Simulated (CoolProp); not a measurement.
Vapour-liquid equilibrium of toluene (1) + o-xylene (2) at 0.033 MPa; x and y are mole fractions of (1).

Computed with CoolProp (multi-fluid Helmholtz-energy mixture model, Lemmon 2006 and Zhou 2012; pair parameters Bell 2016).

```json
[
 {"x": "0.05", "bubble temperature (K)": "377.2", "y at the bubble point": "(withheld)", "dew temperature at overall composition x (K)": "378.7", "liquid density (mol/L)": "7.646"},
 {"x": "0.2", "bubble temperature (K)": "370.6", "y at the bubble point": "0.410", "dew temperature at overall composition x (K)": "375.6", "liquid density (mol/L)": "7.834"},
 {"x": "0.35", "bubble temperature (K)": "364.9", "y at the bubble point": "0.609", "dew temperature at overall composition x (K)": "372.1", "liquid density (mol/L)": "8.020"},
 {"x": "0.5", "bubble temperature (K)": "360.1", "y at the bubble point": "0.748", "dew temperature at overall composition x (K)": "368.2", "liquid density (mol/L)": "8.205"},
 {"x": "0.65", "bubble temperature (K)": "356.0", "y at the bubble point": "0.848", "dew temperature at overall composition x (K)": "363.6", "liquid density (mol/L)": "(withheld)"},
 {"x": "0.8", "bubble temperature (K)": "352.5", "y at the bubble point": "0.923", "dew temperature at overall composition x (K)": "358.0", "liquid density (mol/L)": "8.580"},
 {"x": "0.95", "bubble temperature (K)": "349.4", "y at the bubble point": "0.982", "dew temperature at overall composition x (K)": "351.1", "liquid density (mol/L)": "(withheld)"}
]
```

Problem. Some entries are withheld; supply them.

Solution. 
- 0.05, y at the bubble point: 0.122
- 0.65, liquid density (mol/L): 8.391
- 0.95, liquid density (mol/L): 8.773

No azeotrope shows between x = 0.05 and 0.95.

The pair parameters rest on a limited set of measurements; away from them the model extrapolates.
